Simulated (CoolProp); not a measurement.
Model: reference Helmholtz-energy equation of state, Thol 2016, in CoolProp.

Q: For hexamethyldisiloxane (MM), give the phase and the cp (kJ/(kg K)), isothermal compressibility (1/MPa), fugacity coefficient at 281.8 K and 105 bar; 316.4 K and 105 bar; 368.4 K and 105 bar.

A: 
- 281.8 K and 105 bar: liquid; cp 1.84, isothermal compressibility 0.00150, fugacity coefficient 0.000550
- 316.4 K and 105 bar: liquid; cp 1.93, isothermal compressibility 0.00194, fugacity coefficient 0.00293
- 368.4 K and 105 bar: liquid; cp 2.06, isothermal compressibility 0.00294, fugacity coefficient 0.0173
